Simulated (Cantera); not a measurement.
Input: 1 mol Al(CH₃)₃, 1.7 mol O₂, 16 mol H₂, 34 mol N₂O, held at 1452 °C and 1.00 bar.

Equilibrium computed with Cantera from the NASA thermochemical tables; the gas is ideal and each condensed phase is pure. Candidate condensed phases: Al, AlN, Al₂O₃, C, C₆H₆, C₇H₈, C₈H₁₈, H₂O; 148 gas species. The feed counts by its element totals alone. Gases not in the tables: Al(OH)₃. Kinetics and transport are ignored.

Base state: N₂ 0.546, H₂O 0.329, O₂ 0.0746, CO₂ 0.0482, NO 0.00158, OH 0.000602, H₂ 3.13e-5, CO 1.61e-5 (mole fractions); condensed: Al₂O₃(s).

**Question.** What changes in the equilibrium state with this change: H₂ from 16 to 170 mol?

**Answer.** 
| species | before | after |
|---|---|---|
| H₂ | 3.13e-5 | 0.670 |
| N₂ | 0.546 | 0.161 |
| H₂O | 0.329 | 0.155 |
| O₂ | 0.0746 | <1e-9 |
| CO | 1.61e-5 | 0.0133 |
| CO₂ | 0.0482 | 0.000873 |
| NO | 0.00158 | 1.88e-8 |
| O | 1.59e-5 | <1e-9 |
| OH | 0.000602 | 1.93e-6 |
| Al₂O₃(s), mol | 0.500 | 0.500 |

**Question.** What changes in the equilibrium state with this change: temperature from 1452 °C to 952 °C?

**Answer.** 
| species | before | after |
|---|---|---|
| N₂ | 0.546 | 0.547 |
| H₂O | 0.329 | 0.330 |
| O₂ | 0.0746 | 0.0755 |
| NO | 0.00158 | 0.000118 |
| CO₂ | 0.0482 | 0.0482 |
| CO | 1.61e-5 | 5.45e-9 |
| O | 1.59e-5 | 1.16e-8 |
| H₂ | 3.13e-5 | 2.54e-8 |
| OH | 0.000602 | 5.87e-6 |
| Al₂O₃(s), mol | 0.500 | 0.500 |
